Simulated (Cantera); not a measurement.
Feed: 1 mol SiHCl₃, 0.89 mol NH₃, 1.2 mol H₂, held at 1498.15 K and 0.00133 bar.

Method: chemical equilibrium by Gibbs-energy minimisation in Cantera with the NASA 1993 tables (ideal gas, pure condensed phases). Candidate condensed phases: NH₄Cl, Si, Si₃N₄; 28 gas species. The tables' values for SiCl₃, SiCl are old estimates; treat these amounts as uncertain. The numbers say what is thermodynamically allowed, not how fast it happens.

Base state: H₂ 0.504, HCl 0.226, SiCl₂ 0.183, N₂ 0.0809, SiCl₃ 0.00535, SiCl₄ 0.000500, H 0.000335, Cl 0.000121 (mole fractions); condensed: Si₃N₄(s).

Problem. What changes in the equilibrium state with this change: SiHCl₃ replaced by SiH₄?

Solution. 
| species | before | after |
|---|---|---|
| H₂ | 0.504 | 0.965 |
| N₂ | 0.0809 | 0.0343 |
| H | 0.000335 | 0.000463 |
| HCl | 0.226 | 0 |
| SiCl₂ | 0.183 | 0 |
| SiCl₃ | 0.00535 | 0 |
| SiCl₄ | 0.000500 | 0 |
| Cl | 0.000121 | 0 |
| SiHCl₃ | 0.000115 | 0 |
| SiCl | 3.67e-5 | 0 |
| Si₃N₄(s), mol | 0.0237 | 0.142 |
| Si(s), mol | 0 | 0.574 |
Mutual solubility and eutectic melting of coexisting phases are not modelled.
